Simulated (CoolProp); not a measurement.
A Linde-Hampson liquefier for ethylene: isothermal reversible compression at 320 K from 1 atm to 15 MPa, throttling to 1 atm, return gas leaving the recuperator 2 K below the feed. Each further row changes one setting.

Computed with CoolProp (reference Helmholtz-energy equation of state, Smukala 2000).

```json
[
 {"case": "as stated", "liquid yield per pass": "?", "compression work (kJ/kg of gas)": "404"},
 {"case": "high pressure 30 MPa", "liquid yield per pass": "?", "compression work (kJ/kg of gas)": "444"},
 {"case": "warm-end temperature 350 K", "liquid yield per pass": "?", "compression work (kJ/kg of gas)": "?"},
 {"case": "warm-end gap 7 K", "liquid yield per pass": "?", "compression work (kJ/kg of gas)": "404"}
]
```

**Question.** What belongs in the gaps?

**Answer.** 
- as stated, liquid yield per pass: 0.392
- high pressure 30 MPa, liquid yield per pass: 0.426
- warm-end temperature 350 K, liquid yield per pass: 0.288
- warm-end temperature 350 K, compression work (kJ/kg of gas): 465
- warm-end gap 7 K, liquid yield per pass: 0.385
